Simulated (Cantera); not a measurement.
A Cantera script and its output.

```python
import numpy as np
import cantera as ct

gas = ct.Solution("gri30.yaml")


def delay(T, t_max=10):
    gas.TPX = T, 380000, {'CH4': 1, 'O2': 2.82, 'N2': 16.9}
    reactor = ct.IdealGasReactor(gas, clone=False)
    net = ct.ReactorNet([reactor])
    net.rtol, net.atol = 1e-8, 1e-16
    while net.time < t_max:
        t_old, T_old = net.time, reactor.T
        net.step()
        if reactor.T > T + 400:  # ignition: a rise of 400 K
            return t_old + (T + 400 - T_old) / (reactor.T - T_old) * (net.time - t_old)
    return np.nan


taus = []
for T in [1373, 1448, 1523, 1598, 1673]:
    taus.append(delay(T))
    print(f"T0 = {T:6g} K   tau = {taus[-1]:.4e} s")

# d ln(tau) / d ln(k), from doubling and halving each rate constant
T, sens = 1598, []
for i in range(gas.n_reactions):
    gas.set_multiplier(2.0, i)
    up = delay(T)
    gas.set_multiplier(0.5, i)
    down = delay(T)
    gas.set_multiplier(1.0, i)
    sens.append((np.log(up / down) / np.log(4.0), gas.reaction(i).equation))
sens.sort(key=lambda x: -abs(x[0]))
print(f"sensitivities at {T} K")
for s, eq in sens[:10]:
    print(f"{s:8.3f}  {eq}")
```

Output:

```
T0 =   1373 K   tau = 2.0302e-03 s
T0 =   1448 K   tau = 8.9513e-04 s
T0 =   1523 K   tau = 4.1748e-04 s
T0 =   1598 K   tau = 2.0719e-04 s
T0 =   1673 K   tau = 1.0994e-04 s
sensitivities at 1598 K
  -0.447  CH3 + O2 <=> CH3O + O
  -0.372  H + O2 <=> O + OH
   0.292  2 CH3 (+M) <=> C2H6 (+M)
   0.261  CH4 + H <=> CH3 + H2
  -0.170  CH3 + HO2 <=> CH3O + OH
  -0.146  CH3 + O2 <=> CH2O + OH
  -0.120  2 CH3 <=> C2H5 + H
   0.098  CH4 + OH <=> CH3 + H2O
  -0.090  CH2O + O2 <=> HCO + HO2
  -0.076  CH3 + HO2 <=> CH4 + O2
```

Detailed kinetics in Cantera: GRI-Mech 3.0 (53 species, 325 reactions).
